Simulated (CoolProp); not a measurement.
Computed with CoolProp (reference Helmholtz-energy equation of state, Thol 2016).

Question: For hexamethyldisiloxane (MM), give the phase and the Joule-Thomson coefficient (K/MPa) at 620 K and 0.0966 MPa; 620 K and 0.966 MPa.

Answer: 
- 620 K and 0.0966 MPa: gas; Joule-Thomson coefficient 5.30
- 620 K and 0.966 MPa: gas; Joule-Thomson coefficient 5.84
